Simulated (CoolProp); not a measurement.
Vapour-liquid equilibrium of R134a (1) + R1234ze(E) (2) at 0.000557 MPa; x and y are mole fractions of (1).

Model: multi-fluid Helmholtz-energy mixture model, Tillner-Roth 1994 and Thol 2016; pair parameters Bell 2022, in CoolProp.

| x | bubble temperature (°C) | y at the bubble point | dew temperature at overall composition x (°C) | liquid density (mol/L) |
|---|---|---|---|---|
| 0.05 | -96.6 | [?] | -96.3 | 13.19 |
| 0.125 | -97.4 | 0.230 | -96.8 | 13.36 |
| 0.2 | -97.9 | 0.327 | -97.2 | 13.53 |
| 0.275 | -98.3 | [?] | -97.6 | 13.70 |
| 0.35 | -98.7 | 0.476 | -98.0 | 13.88 |
| 0.425 | -98.9 | 0.539 | -98.4 | 14.05 |
| 0.5 | -99.2 | 0.598 | -98.8 | 14.23 |
| 0.575 | -99.4 | 0.655 | -99.1 | 14.42 |
| 0.65 | -99.6 | 0.711 | -99.4 | 14.60 |
| 0.725 | -99.7 | [?] | -99.6 | 14.79 |
| 0.8 | -99.8 | 0.828 | -99.8 | 14.98 |
| 0.875 | -99.9 | 0.889 | -99.9 | [?] |
| 0.95 | -100.0 | 0.954 | -100.0 | 15.37 |

**Question.** Some entries are withheld; supply them.

**Answer.** 
- 0.05, y at the bubble point: 0.106
- 0.275, y at the bubble point: 0.407
- 0.725, y at the bubble point: 0.768
- 0.875, liquid density (mol/L): 15.17

No azeotrope shows between x = 0.05 and 0.95.

Pair parameters are fitted to limited data, so mixtures are less certain than the pure fluids.
